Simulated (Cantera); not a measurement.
Feed: 1 mol CH3F, 0.15 mol HCl, held at 2623.15 K and 100000 Pa.

Equilibrium computed with Cantera from the NASA thermochemical tables; the gas is ideal and each condensed phase is pure. Candidate condensed phases: C, C6H6, C7H8, C8H18; 118 gas species. Rates play no part.

Base state: HF 0.458, H2 0.438, HCl 0.0657, H 0.0279, C2H2 (acetylene) 0.00776, Cl 0.00293, F 8.27e-5, C4H2 5.70e-5 (mole fractions); condensed: C(graphite).

Q: What changes in the equilibrium state with this change: HCl from 0.15 to 0.048 mol?

A: 
```csv
species,before,after
HF,0.458,0.481
H2,0.438,0.459
H,0.0279,0.0286
HCl,0.0657,0.0221
Cl,0.00293,0.000963
C2HCl,1.62e-5,5.44e-6
CH4,2.38e-5,2.62e-5
CH3,2.65e-5,2.84e-5
C2H2 (acetylene),0.00776,0.00814
"C(graphite), mol",0.965,0.965
```
